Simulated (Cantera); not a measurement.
Input (Python, Cantera):

```python
import numpy as np
import cantera as ct

gas = ct.Solution("gri30.yaml")
gas.TPX = 1675, 330000, {'CH4': 1, 'O2': 4.35, 'N2': 16.3}
reactor = ct.IdealGasReactor(gas, energy="on", clone=False)
net = ct.ReactorNet([reactor])
net.rtol, net.atol = 1e-08, 1e-16
show = ['CH4', 'O2', 'O', 'NO', 'C2H4']
times = np.geomspace(6e-06, 0.4, 16)

steps = ct.SolutionArray(gas, extra=["t"])
rows = []
print(f"{'t/s':>10s}{'T/K':>9s}{'P/Pa':>11s}" + "".join(f"{s:>11s}" for s in show))
for t in times:
    while net.time < t:
        t_next = net.step()
        steps.append(gas.state, t=t_next)
    rows.append([np.interp(t, steps.t, y) for y in (steps.T, steps.P, *steps(*show).X.T)])
    print(f"{t:10.3e}{rows[-1][0]:9.1f}{rows[-1][1]:11.4g}" + "".join(f"{x:11.3e}" for x in rows[-1][2:]))
rate = np.gradient(steps.T, steps.t)
print("integrator steps:", len(steps.t))
if steps.T.max() > steps.T[0] + 200:
    print(f"time of steepest temperature rise: {steps.t[rate.argmax()]:.4e} s")
gas.TPX = 1675, 330000, {'CH4': 1, 'O2': 4.35, 'N2': 16.3}
gas.equilibrate("UV")
print(f"equilibrium (UV): T = {gas.T:.1f} K  " + "  ".join(f"{s} {gas[s].X[0]:.3e}" for s in show))
```

Output:

```
       t/s      T/K       P/Pa        CH4         O2          O         NO       C2H4
 6.000e-06   1674.9    3.3e+05  4.616e-02  2.009e-01  1.846e-07  4.006e-13  1.223e-08
 1.258e-05   1674.8    3.3e+05  4.611e-02  2.009e-01  3.763e-07  1.411e-12  1.760e-07
 2.638e-05   1675.2  3.301e+05  4.584e-02  2.007e-01  1.141e-06  6.950e-12  3.413e-06
 5.533e-05   1687.0  3.325e+05  4.324e-02  1.990e-01  7.591e-06  7.790e-11  1.233e-04
 1.160e-04   2696.9   5.37e+05  1.030e-17  1.050e-01  5.433e-03  5.950e-04  1.015e-26
 2.433e-04   2700.8  5.375e+05  9.529e-18  1.040e-01  5.076e-03  2.759e-03  7.841e-27
 5.102e-04   2693.8   5.36e+05  9.040e-18  1.022e-01  4.891e-03  6.599e-03  7.125e-27
 1.070e-03   2683.7  5.338e+05  8.360e-18  9.960e-02  4.633e-03  1.213e-02  6.177e-27
 2.243e-03   2674.1  5.317e+05  7.745e-18  9.712e-02  4.396e-03  1.737e-02  5.373e-27
 4.704e-03   2669.8  5.307e+05  7.485e-18  9.604e-02  4.295e-03  1.966e-02  5.048e-27
 9.865e-03   2669.4  5.306e+05  7.457e-18  9.592e-02  4.284e-03  1.991e-02  5.013e-27
 2.069e-02   2669.4  5.306e+05  7.457e-18  9.592e-02  4.284e-03  1.991e-02  5.013e-27
 4.338e-02   2669.4  5.306e+05  7.457e-18  9.592e-02  4.284e-03  1.991e-02  5.013e-27
 9.096e-02   2669.4  5.306e+05  7.457e-18  9.592e-02  4.284e-03  1.991e-02  5.013e-27
 1.908e-01   2669.4  5.306e+05  7.457e-18  9.592e-02  4.284e-03  1.991e-02  5.013e-27
 4.000e-01   2669.4  5.306e+05  7.457e-18  9.592e-02  4.284e-03  1.991e-02  5.013e-27
integrator steps: 1689
time of steepest temperature rise: 8.1119e-05 s
equilibrium (UV): T = 2669.4 K  CH4 1.082e-17  O2 9.592e-02  O 4.284e-03  NO 1.991e-02  C2H4 6.227e-27
```

Computed with Cantera and GRI-Mech 3.0 (53 species, 325 reactions).
